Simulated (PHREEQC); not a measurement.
Dissolve 0.0015 mol/kgw Na2S, 0.051 mol/kgw NaHCO3 and 0.00013 mol/kgw ZnCl2 at 25 °C. Closed to the air; pH follows from the charge balance.

All values are PHREEQC results (ion-association model, phreeqc.dat), not measurements.

| quantity | before | after |
|---|---|---|
| pH | 8.49 | 7.84 |
| ionic strength (mol/kgw) | 0.0537 | 0.0515 |
| HS- (mol/kgw) | 0.00121 | 0.00119 |
| H2S (mol/kgw) | 2.72e-5 | 4.56e-5 |

Q: Which change was made?
A) temperature from 25 to 85 °C
B) 0.0016 mol/kgw Na2SO4 added
C) ZnCl2 from 0.00013 to 6.5e-05 mol/kgw
D) Na2S from 0.0015 to 0.00165 mol/kgw
E) NaHCO3 left out

A: A, temperature from 25 to 85 °C

This is a speciation only: nothing precipitates in the calculation. Some of these states are supersaturated (in Sphalerite (slow to form), for instance). Constants without temperature data keep their 25 °C values here.
